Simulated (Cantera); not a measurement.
A closed system holds: 1 mol Ta2O5, 1700 mol H2, equilibrated at 2.50 mbar.

Method: chemical equilibrium by Gibbs-energy minimisation in Cantera with the NASA 1993 tables (ideal gas, pure condensed phases). Candidate condensed phases: H2O, Ta, Ta2O5; 12 gas species. Mutual solubility and eutectic melting of coexisting phases are not modelled. Condensed phases not in the tables: N, O or C dissolved in the metal. Kinetics and transport are ignored.

Over these rows the condensed part is Ta(s) + Ta2O5(s). Partial pressures as log10 of bar:

| T (K) | 1000/T (1/K) | log p H2O | log p H2 |
|---|---|---|---|
| 1148 | 0.8711 | -8.26 | -2.60 |
| 1298 | 0.7704 | -7.45 | -2.60 |
| 1448 | 0.6906 | -6.82 | -2.60 |
| 1598 | 0.6258 | ? | -2.60 |
| 1748 | 0.5721 | -5.89 | -2.60 |
| 1898 | 0.5269 | -5.55 | -2.61 |

Q: Fit log p(H2O) = a + b·(1000/T) to the five rows, give the apparent enthalpy, and predict the row at 1598 K.

A: Means: 1000/T = 0.6862, log p = -6.794. Sxy = -0.627729, Sxx = 0.0796923, so b = -7.88 and a = -6.794 − (-7.88)×0.6862 = -1.39.
Apparent enthalpy: −19.145 × (-7.88) = 151 kJ/mol. With the condensed phases at unit activity, 1/5 Ta2O5(s) + H2(g) = H2O(g) + 2/5 Ta(s) links this pressure to the main gases: over the six rows their terms move log p by -0.01 in all, so the slope is close to that reaction's ΔH°. The five rows lie within 0.01 of the line.
Prediction at 1598 K: -1.39 + (-7.88)×0.6258 = -6.32. The computed value is -6.31, 0.01 from the line.
